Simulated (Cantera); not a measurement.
Cantera with NASA thermochemical tables; ideal gases at 1 bar, condensed phases pure. Values are per mole of reaction as written; species without (g) are pure solids or liquids, kept so even where they would boil at 1 bar.

Nb + O2(g) → NbO2(g)

```csv
T (K),ΔH° (kJ),ΔS° (J/K),ΔG° (kJ),log10 K
1323,-207.4,20.4,-234.4,9.25
1373,(withheld),(withheld),(withheld),(withheld)
1423,-208.3,19.7,-236.4,8.68
1473,-208.8,19.4,-237.3,8.42
1523,-209.2,19.1,-238.3,8.17
1573,(withheld),(withheld),(withheld),(withheld)
1623,(withheld),(withheld),(withheld),(withheld)
1673,-210.8,18.1,-241.1,7.53
1723,-211.3,17.8,-242.0,7.34
1773,-211.9,17.5,-242.9,7.15
```

Task: What belongs in the gaps?

Result: 
- 1373, ΔH° (kJ): -207.8
- 1373, ΔS° (J/K): 20.0
- 1373, ΔG° (kJ): -235.4
- 1373, log10 K: 8.95
- 1573, ΔH° (kJ): -209.7
- 1573, ΔS° (J/K): 18.8
- 1573, ΔG° (kJ): -239.2
- 1573, log10 K: 7.94
- 1623, ΔH° (kJ): -210.3
- 1623, ΔS° (J/K): 18.4
- 1623, ΔG° (kJ): -240.2
- 1623, log10 K: 7.73
